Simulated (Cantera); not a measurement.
Charge: 1 mol CuO, 1.6 mol C, 2.4 mol CO, equilibrated at 1.20 bar.

Cantera equilibrium calculation (NASA polynomials, part measured and part estimated; ideal gas, pure solids and liquids). Candidate condensed phases: C, Cu, CuO, Cu2O; 15 gas species. Kinetics and transport are ignored. All values below are at 1350 K.

Base state: CO 0.997, CO2 0.00347 (mole fractions); condensed: C(graphite) + Cu(s).

Question: What changes in the equilibrium state with this change: pressure from 1.20 bar to 0.0133 bar?

Answer: 
| species | before | after |
|---|---|---|
| CO | 0.997 | 1.000 |
| CO2 | 0.00347 | 3.89e-5 |
| Cu | 4.08e-7 | 3.67e-5 |
| C(graphite), mol | 0.612 | 0.600 |
| Cu(s), mol | 1.000 | 1.000 |

Question: What changes in the equilibrium state with this change: 0.0018 mol CH4 added?

Answer: 
```
species            before    after
----------------  -------  -------
CO                  0.997    0.995
CO2               0.00347  0.00347
H2                      0  0.00105
C(graphite), mol    0.612    0.614
Cu(s), mol          1.000    1.000
```
Further candidate phases: C6H6, C7H8, C8H18, Cu(OH)2, H2O.
